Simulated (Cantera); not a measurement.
Charge: 1 mol CO, 2.2 mol H₂O, 20 mol H₂, at 2775 °C and 68.0 Pa.

These are equilibrium values from Cantera (NASA tables, ideal gas, pure condensed phases), not measurements of a reactor. Candidate condensed phases: C, C₆H₆, C₇H₈, C₈H₁₈, H₂O; 110 gas species. The numbers say what is thermodynamically allowed, not how fast it happens.

Base state: H 0.915, O 0.0454, CO 0.0214, H₂ 0.0171, OH 0.00139, O₂ 7.92e-5, H₂O 7.54e-5, CO₂ 1.26e-5 (mole fractions); condensed: gas only.

Task: What changes in the equilibrium state with this change: H₂O from 2.2 to 0.031 mol?

Result: 
```tsv
species	before	after
H	0.915	0.956
CO	0.0214	0.0248
H₂	0.0171	0.0186
O	0.0454	0.000743
O₂	7.92e-5	2.12e-8
OH	0.00139	2.38e-5
H₂O	7.54e-5	1.35e-6
```
